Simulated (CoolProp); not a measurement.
Vapour-liquid equilibrium of dimethyl ether (1) + R236FA (2) at 0.338 MPa; x and y are mole fractions of (1).

Computed with CoolProp (multi-fluid Helmholtz-energy mixture model, Wu 2011 and Pan 2012; pair parameters Bell 2016).

```
x     bubble temperature, mixture model (°C)  bubble temperature, Raoult's law (°C)  y, mixture model  y, Raoult's law
----  --------------------------------------  -------------------------------------  ----------------  ---------------
0.05                                    31.5                                   30.0             0.056            0.101
0.15                                    30.9                                   26.7             0.177            0.275
0.25                                    29.8                                   23.8             0.310            0.421
0.35                                    28.1                                   21.0             0.450            0.544
0.45                                    25.7                                   18.4             0.588            0.647
0.55                                    22.7                                   16.0             0.715            0.735
0.65                                    19.2                                   13.8             0.821            0.810
0.75                                    15.4                                   11.7             0.901            0.874
0.85                                    11.7                                    9.7             0.956            0.930
0.95                                     8.4                                    7.8             0.989            0.978
```

The largest gap from Raoult's law is +7.3 K in bubble temperature, at x = 0.45. No azeotrope shows between x = 0.05 and 0.95.

The pair parameters rest on a limited set of measurements; away from them the model extrapolates.
